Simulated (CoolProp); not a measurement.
Saturation properties of fluoroethane (R161).

Model: reference Helmholtz-energy equation of state, Wu 2012, in CoolProp.

| T (°C) | p (MPa) | liquid cp (kJ/(kg K)) | surface tension (mN/m) |
|---|---|---|---|
| -55.05 | 0.04210 | 1.925 | 20.5 |
| -45.75 | 0.06845 | 1.942 | 19.1 |
| -36.45 | 0.1066 | 1.966 | 17.8 |
| -27.15 | 0.1597 | 1.998 | 16.5 |
| -17.95 | 0.2307 | 2.036 | 15.2 |
| -8.65 | 0.3250 | 2.081 | 13.9 |
| 0.65 | 0.4462 | 2.131 | 12.6 |
| 9.85 | 0.5970 | 2.187 | 11.3 |

It boils at -37.6 °C under 1 atm.

Surface tension comes from a separate correlation (Mulero 2012).
